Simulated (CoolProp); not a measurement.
Hexamethyldisiloxane (MM) at 469.93 K and 0.661 MPa is compressed adiabatically to 2.73 MPa with isentropic efficiency 0.9. Each further row changes one setting.

Values from CoolProp's reference Helmholtz-energy equation of state, Thol 2016.

```
case             work (kJ/kg)  final temperature (K)  final density (kg/m³)
---------------  ------------  ---------------------  ---------------------
as stated                19.5                  528.5                    397
efficiency 1             17.5                  527.9                    400
efficiency 0.65          27.0                  530.8                    384
```
